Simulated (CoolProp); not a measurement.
c-C4F8 (RC318) at 261.47 K and 0.014 MPa is compressed adiabatically to 0.0609 MPa with isentropic efficiency 0.8. Each further row changes one setting.

Computed with CoolProp (reference Helmholtz-energy equation of state, Platzer 1990). This equation is an older, rougher fit.

```csv
case,work (kJ/kg),final temperature (K),final density (kg/m³)
as stated,20.6,289.9,5.16
efficiency 1,16.5,284.5,5.26
efficiency 0.65,25.3,296.0,5.04
```
